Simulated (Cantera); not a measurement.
Input: 1 mol SrCl₂, 0.43 mol HCl, 7.5 mol N₂.

Cantera equilibrium calculation (NASA polynomials, part measured and part estimated; ideal gas, pure solids and liquids). Candidate condensed phases: NH₄Cl, Sr, SrCl₂; 15 gas species. The numbers say what is thermodynamically allowed, not how fast it happens.

What condenses at these points (T in K, P in Pa): (1150, 10); (1675, 46); (1825, 4600); (1825, 4600); (1975, 2.2)?


```tsv
T (K)	P in Pa	condensed phases	Sr condensed (%)
1150	10	SrCl₂	97.4
1675	46	gas only	0.0
1825	4600	gas only	0.0
1825	4600	gas only	0.0
1975	2.2	gas only	0.0
```
